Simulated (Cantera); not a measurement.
Cantera run, input and output.

```python
import numpy as np
import cantera as ct

gas = ct.Solution("gri30.yaml")
gas.TPX = 373, 34000, {'C3H8': 1, 'O2': 4.55, 'N2': 16.4, 'CO2': 1.8, 'H2O': 0.14}
flame = ct.FreeFlame(gas, width=0.085)
flame.set_refine_criteria(ratio=3, slope=0.08, curve=0.16)
flame.transport_model = "mixture-averaged"
flame.solve(loglevel=0, auto=True)
z, T = flame.grid, flame.T
thick = (T[-1] - T[0]) / np.gradient(T, z).max()
show = ['C3H8', 'O2', 'CO2', 'N2O', 'NO2', 'H']
print(f"laminar burning velocity  {flame.velocity[0] * 100:.3f} cm/s")
print(f"burnt temperature         {T[-1]:.1f} K")
print(f"thermal thickness         {thick * 1e3:.4f} mm")
print(f"grid points               {len(z)}")
z0 = z[flame.heat_release_rate.argmax()]
print(f"{'z/mm':>9s}{'T/K':>9s}{'u/(m/s)':>9s}" + "".join(f"{s:>11s}" for s in show))
rows = []
for k in (-3, -2, -1.5, -1, -0.5, -0.25, 0, 0.25, 0.5, 1, 2, 4, 8):
    zz = z0 + k * thick
    rows.append([k * thick, np.interp(zz, z, T), np.interp(zz, z, flame.velocity),
                 *(np.interp(zz, z, flame.X[gas.species_index(s)]) for s in show)])
    print(f"{rows[-1][0] * 1e3:9.3f}{rows[-1][1]:9.1f}{rows[-1][2]:9.3f}" + "".join(f"{x:11.3e}" for x in rows[-1][3:]))
```

Output:

```
laminar burning velocity  62.308 cm/s
burnt temperature         2158.9 K
thermal thickness         0.9653 mm
grid points               150
     z/mm      T/K  u/(m/s)       C3H8         O2        CO2        N2O        NO2          H
   -2.896    373.1    0.624  4.183e-02  1.903e-01  7.529e-02  3.395e-14  2.549e-11  2.903e-16
   -1.931    373.8    0.626  4.176e-02  1.899e-01  7.516e-02  7.621e-13  4.877e-10  1.504e-13
   -1.448    377.8    0.634  4.166e-02  1.891e-01  7.498e-02  6.180e-12  3.350e-09  1.379e-11
   -0.965    417.6    0.706  4.118e-02  1.845e-01  7.454e-02  1.002e-10  3.388e-08  2.281e-08
   -0.483    769.3    1.340  3.220e-02  1.501e-01  7.500e-02  1.886e-09  6.042e-08  4.436e-05
   -0.241   1178.8    2.120  1.273e-02  1.069e-01  7.934e-02  5.568e-09  1.830e-08  6.194e-04
    0.000   1566.4    2.884  4.853e-04  5.975e-02  8.934e-02  1.268e-08  4.233e-09  3.662e-03
    0.241   1727.8    3.190  6.216e-07  3.311e-02  1.019e-01  2.169e-08  6.811e-10  7.676e-03
    0.483   1767.0    3.253  8.876e-11  2.306e-02  1.122e-01  2.739e-08  5.427e-10  9.920e-03
    0.965   1800.2    3.297  5.015e-17  1.772e-02  1.232e-01  2.883e-08  5.861e-10  1.080e-02
    1.931   1841.0    3.359  1.788e-23  1.538e-02  1.291e-01  2.812e-08  6.490e-10  9.781e-03
    3.861   1895.3    3.445  4.914e-32  1.334e-02  1.322e-01  2.828e-08  7.872e-10  7.678e-03
    7.722   1959.8    3.547 -2.011e-40  1.081e-02  1.359e-01  2.856e-08  1.045e-09  5.400e-03
```

Model: GRI-Mech 3.0 (53 species, 325 reactions), integrated in Cantera. GRI-Mech 3.0 was tuned for natural gas; its chemistry of propane as a main component is partial and can be far from experiment. Burning velocities carry a grid error of a few per cent, more on coarse grids.
